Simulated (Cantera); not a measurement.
Input: 1 mol CCl4, 0.18 mol Si, 2.2 mol H2, 0.012 mol CH4, at 3248 K and 1.00 bar.

Method: chemical equilibrium by Gibbs-energy minimisation in Cantera with the NASA 1993 tables (ideal gas, pure condensed phases). Candidate condensed phases: C, C6H6, C7H8, C8H18, Si, SiC; 109 gas species. The tables' values for SiCl, SiCl3, CCl are old estimates; treat these amounts as uncertain. Gases not in the tables: Si2H6 and higher silanes. Equilibrium is a limit: real reactors are often held back by kinetics, nucleation or transport.

Base state: HCl 0.438, Cl 0.267, H2 0.123, H 0.112, SiCl2 0.0185, C2H2 (acetylene) 0.0149, SiC2 0.00596, Si 0.00456 (mole fractions); condensed: C(graphite).

### Question
What changes in the equilibrium state with this change: temperature from 3248 K to 625 K?

### Answer
| species | before | after |
|---|---|---|
| HCl | 0.438 | 0.859 |
| CH4 | 9.38e-7 | 0.0590 |
| SiCl4 | 2.79e-6 | 0.0471 |
| Cl | 0.267 | <1e-9 |
| H | 0.112 | <1e-9 |
| SiCl2 | 0.0185 | <1e-9 |
| C2H2 (acetylene) | 0.0149 | <1e-9 |
| H2 | 0.123 | 0.0349 |
| SiC2 | 0.00596 | <1e-9 |
| Si | 0.00456 | <1e-9 |
| SiCl | 0.00405 | <1e-9 |
| C(graphite), mol | 0.651 | 0.787 |
